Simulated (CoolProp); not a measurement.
C3F8 (R218) at 293.15 K and 0.282 MPa is compressed adiabatically to 1.14 MPa with isentropic efficiency 0.8. Each further row changes one setting.

Computed with CoolProp (reference Helmholtz-energy equation of state, Lemmon 2006). It is a short technical equation, of lower accuracy than the large ones.

```csv
case,work (kJ/kg),final temperature (K),final density (kg/m³)
as stated,20.7,328.4,98.8
efficiency 1,16.6,324.1,102
efficiency 0.65,25.5,333.4,95.6
```
